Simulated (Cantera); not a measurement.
An isothermal, constant-pressure homogeneous reactor starts with H2 : O2 : N2 = 1.6 : 1 : 6.5 (molar parts), equivalence ratio 0.80, at 1375 K and 0.133 bar.

Detailed kinetics in Cantera: GRI-Mech 3.0 (53 species, 325 reactions). The temperature is held fixed by assumption; the heat of reaction is taken as removed at once.

x: mole fraction; the columns are a selection and need not sum to one.

| t (s) | x H2 | x O2 | x OH | x H | x N2O |
|---|---|---|---|---|---|
| 2.00e-6 | 0.176 | 0.110 | 2.49e-10 | 6.20e-9 | <1e-12 |
| 6.32e-6 | 0.176 | 0.110 | 1.69e-9 | 2.08e-8 | <1e-12 |
| 2.00e-5 | 0.176 | 0.110 | 1.20e-8 | 1.07e-7 | <1e-12 |
| 6.32e-5 | 0.176 | 0.110 | 3.59e-7 | 2.97e-6 | <1e-12 |
| 0.000200 | 0.121 | 0.0865 | 0.00361 | 0.0312 | 1.31e-9 |
| 0.000632 | 0.0229 | 0.0401 | 0.00611 | 0.0606 | 1.05e-8 |
| 0.00200 | [?] | [?] | [?] | [?] | [?] |
| 0.00632 | 0.00526 | 0.0261 | 0.00234 | 0.00363 | 2.09e-8 |
| 0.0200 | 0.000742 | 0.0242 | 0.000836 | 0.000175 | 4.15e-8 |
| 0.0632 | 7.62e-5 | 0.0240 | 0.000268 | 5.73e-6 | 6.27e-8 |
| 0.200 | 1.13e-5 | 0.0241 | 0.000105 | 3.36e-7 | 6.52e-8 |
| 0.632 | 2.65e-6 | 0.0241 | 5.10e-5 | 3.87e-8 | 4.26e-8 |
| 2.00 | 1.16e-6 | 0.0241 | 3.38e-5 | 1.13e-8 | 1.12e-8 |
| 6.32 | 1.05e-6 | 0.0241 | 3.20e-5 | 9.67e-9 | 4.98e-9 |
| 20.0 | 1.05e-6 | 0.0241 | 3.20e-5 | 9.67e-9 | 4.97e-9 |

Q: Some entries are withheld; supply them.

A: 
- 0.00200, x H2: 0.0156
- 0.00200, x O2: 0.0328
- 0.00200, x OH: 0.00454
- 0.00200, x H: 0.0243
- 0.00200, x N2O: 1.30e-8
